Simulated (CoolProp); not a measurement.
Model: reference Helmholtz-energy equation of state, Lemmon 2006, in CoolProp. It is a short technical equation, of lower accuracy than the large ones.

**Question.** For acetone, give the phase and the Z, cv (kJ/(kg K)), Joule-Thomson coefficient (K/MPa), isothermal compressibility (1/MPa) at 417.3 K and 3.8 MPa; 443.9 K and 3.8 MPa.

**Answer.** 
- 417.3 K and 3.8 MPa: liquid; Z 0.0996, cv 1.80, Joule-Thomson coefficient 0.0107, isothermal compressibility 0.00503
- 443.9 K and 3.8 MPa: liquid; Z 0.101, cv 1.86, Joule-Thomson coefficient 0.248, isothermal compressibility 0.00842
